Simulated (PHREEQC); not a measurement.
KOH is added in steps, without added water, to 1 kg of water holding 0.086 mol/kgw NaHCO3, 0.03 mol/kgw Na2CO3 and 3.4e-05 mol/kgw LiCl, at 16 °C. Oxygen alone is held at its pressure in air (log pO2 = -0.68). No CO2 enters from the air. Solids allowed: Halite, Nahcolite, Natron. Others were left out.

Base run: PHREEQC, ion-association model, wateq4f.dat. Each further column changes one thing. The table gives CO3-2 (mol/kgw).

```csv
KOH added (mol),base,diluted 2-fold with water,NaHCO3 from 0.086 to 0.43 mol/kgw,LiCl replaced by AlCl3 at the same molality,no solid may form
0,0.0197,0.0113,0.0142,0.0196,0.0197
0.01,0.0266,0.0191,[?],0.0265,0.0266
0.02,0.0338,0.0272,0.0232,0.0337,0.0338
0.03,0.0410,0.0354,[?],0.0409,0.0410
0.04,0.0485,0.0432,0.0326,0.0484,0.0485
0.05,0.0560,0.0462,0.0375,0.0559,0.0560
0.06,0.0636,[?],0.0424,0.0635,0.0636
0.07,0.0713,0.0468,0.0474,0.0712,0.0713
0.08,0.0788,0.0470,[?],0.0787,0.0788
0.09,0.0834,0.0471,[?],0.0834,0.0834
0.1,0.0842,0.0473,0.0629,0.0842,0.0842
```

Question: What belongs in the gaps?

Answer: 
- 0.01, NaHCO3 from 0.086 to 0.43 mol/kgw: 0.0186
- 0.03, NaHCO3 from 0.086 to 0.43 mol/kgw: 0.0278
- 0.06, diluted 2-fold with water: 0.0466
- 0.08, NaHCO3 from 0.086 to 0.43 mol/kgw: 0.0525
- 0.09, NaHCO3 from 0.086 to 0.43 mol/kgw: 0.0577

 Solids allowed in the column 'LiCl replaced by AlCl3 at the same molality': Al(OH)3(a), Halite, Nahcolite, Natron.
